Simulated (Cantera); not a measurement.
An adiabatic, constant-pressure homogeneous reactor starts with 3.10 % CH4, 19.6 % O2, 73.8 % N2, 3.49 % CO2, equivalence ratio 0.32, at 1800 K and 1.20 bar.

Model: GRI-Mech 3.0 (53 species, 325 reactions), integrated in Cantera.

### Question
Predict: time of steepest temperature rise; temperature at 8.00 s; equilibrium temperature; x(O2) at 8.00 s; x(CO2) at 8.00 s; x(HO2) at 8.00 s; x(H2) at 8.00 s.

### Answer
```json
{
 "time_of_steepest_temperature_rise": "95.6 µs",
 "temperature at 8.00 s": "2352 K",
 "equilibrium_temperature": "2352 K",
 "x(O2) at 8.00 s": "0.126 (gas-phase equilibrium 0.126)",
 "x(CO2) at 8.00 s": "0.0630 (gas-phase equilibrium 0.0630)",
 "x(HO2) at 8.00 s": "5.18e-6 (gas-phase equilibrium 5.18e-6)",
 "x(H2) at 8.00 s": "0.000419 (gas-phase equilibrium 0.000419)"
}
```
